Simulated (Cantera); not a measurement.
**Premixed flame**

A freely propagating, adiabatic, planar premixed flame of 26.3 % H₂, 15.5 % O₂, 58.2 % N₂, unburnt at 350 K and 5.92 atm; mixture-averaged transport, grid criteria slope 0.08 and curve 0.16, no radiation.

Cantera simulation using the H2/O2 subset of GRI-Mech 3.0, which has no nitrogen chemistry; the numbers are that mechanism's predictions, not measurements. The hydrogen kinetics of GRI-Mech 3.0 are dated; newer H2 mechanisms differ, most at raised pressure. Burning velocities carry a grid error of a few per cent, more on coarse grids.

```json
[
 {"z (mm)": "-0.135", "T (K)": "350", "u (m/s)": "1.57", "x H₂": "0.263", "x O₂": "0.155", "x H": "<1e-8", "x H₂O": "7.22e-7", "x H₂O₂": "<1e-8", "x HO₂": "<1e-8"},
 {"z (mm)": "-0.0903", "T (K)": "350", "u (m/s)": "1.57", "x H₂": "0.261", "x O₂": "0.155", "x H": "<1e-8", "x H₂O": "1.00e-5", "x H₂O₂": "4.45e-8", "x HO₂": "1.12e-7"},
 {"z (mm)": "-0.0677", "T (K)": "352", "u (m/s)": "1.57", "x H₂": "0.258", "x O₂": "0.156", "x H": "<1e-8", "x H₂O": "4.69e-5", "x H₂O₂": "2.28e-7", "x HO₂": "5.74e-7"},
 {"z (mm)": "-0.0451", "T (K)": "362", "u (m/s)": "1.59", "x H₂": "0.246", "x O₂": "0.158", "x H": "<1e-8", "x H₂O": "0.000570", "x H₂O₂": "3.38e-6", "x HO₂": "8.62e-6"},
 {"z (mm)": "-0.0226", "T (K)": "523", "u (m/s)": "2.17", "x H₂": "0.192", "x O₂": "0.162", "x H": "3.61e-6", "x H₂O": "0.0173", "x H₂O₂": "0.000109", "x HO₂": "0.000486"},
 {"z (mm)": "-0.0113", "T (K)": "904", "u (m/s)": "3.64", "x H₂": "0.139", "x O₂": "0.145", "x H": "0.000811", "x H₂O": "0.0684", "x H₂O₂": "0.000187", "x HO₂": "0.00102"},
 {"z (mm)": "0", "T (K)": "1348", "u (m/s)": "5.35", "x H₂": "0.0848", "x O₂": "0.109", "x H": "0.00519", "x H₂O": "0.144", "x H₂O₂": "4.91e-5", "x HO₂": "0.000497"},
 {"z (mm)": "0.0113", "T (K)": "1647", "u (m/s)": "6.51", "x H₂": "0.0452", "x O₂": "0.0728", "x H": "0.00916", "x H₂O": "0.206", "x H₂O₂": "6.23e-6", "x HO₂": "0.000246"},
 {"z (mm)": "0.0226", "T (K)": "1820", "u (m/s)": "7.18", "x H₂": "0.0260", "x O₂": "0.0527", "x H": "0.00930", "x H₂O": "0.238", "x H₂O₂": "3.71e-6", "x HO₂": "0.000136"},
 {"z (mm)": "0.0451", "T (K)": "1991", "u (m/s)": "7.83", "x H₂": "0.0145", "x O₂": "0.0402", "x H": "0.00600", "x H₂O": "0.260", "x H₂O₂": "2.27e-6", "x HO₂": "6.51e-5"},
 {"z (mm)": "0.0903", "T (K)": "2123", "u (m/s)": "8.30", "x H₂": "0.00848", "x O₂": "0.0354", "x H": "0.00248", "x H₂O": "0.274", "x H₂O₂": "1.41e-6", "x HO₂": "2.95e-5"},
 {"z (mm)": "0.181", "T (K)": "2201", "u (m/s)": "8.57", "x H₂": "0.00424", "x O₂": "0.0333", "x H": "0.000801", "x H₂O": "0.283", "x H₂O₂": "9.01e-7", "x HO₂": "1.31e-5"},
 {"z (mm)": "0.361", "T (K)": "2238", "u (m/s)": "8.70", "x H₂": "0.00190", "x O₂": "0.0326", "x H": "0.000237", "x H₂O": "0.288", "x H₂O₂": "6.11e-7", "x HO₂": "6.55e-6"}
]
```
x: mole fraction of selected species; z is measured from the peak of heat release.

```
Item                         Result
------------------------  ---------
laminar burning velocity   157 cm/s
thermal thickness         0.0451 mm
peak x(H)                   0.00964
peak x(H₂O₂)               0.000192
peak x(HO₂)                 0.00110
grid points                     115
```
